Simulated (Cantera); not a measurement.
Mixture: C3H8 : O2 : N2 = 1 : 2.78 : 10.4 (molar parts), at 360 Torr, adiabatic and at constant pressure. Ignition delay is the time to a rise of 400 K.

Cantera simulation using GRI-Mech 3.0 (53 species, 325 reactions); the numbers are that mechanism's predictions, not measurements. GRI-Mech 3.0 was tuned for natural gas; its chemistry of propane as a main component is partial and can be far from experiment.

**Question.** What does this change do: pressure from 360 Torr to 3750 Torr?

**Answer.** 
| quantity | before | after |
|---|---|---|
| delay at 1225 K | 5.45 ms | 1.74 ms |
| delay at 1375 K | 0.512 ms | 0.145 ms |
| delay at 1525 K | 0.112 ms | 24.5 µs |
| delay at 1675 K | 43.3 µs | 7.43 µs |
| delay at 1825 K | 23.1 µs | 3.37 µs |
| apparent activation energy between 1750 and 1900 K | 97 kJ/mol | 120 kJ/mol |
